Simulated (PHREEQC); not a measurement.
A solution holds 0.00017 mol Ca(HCO3)2, 4.4e-05 mol CO2 and 0.04 mol KCl per kg of water, at 25 °C. Closed to the air; pH follows from the charge balance.

All values are PHREEQC results (ion-association model, phreeqc.dat), not measurements.

The ionic strength comes out as 0.0405 mol/kgw. What activity coefficients do Cl-, K+, HCO3-, Ca+2 get?

Cl- 0.83, K+ 0.83, HCO3- 0.84, Ca+2 0.50.

Precipitation was switched off in this run.
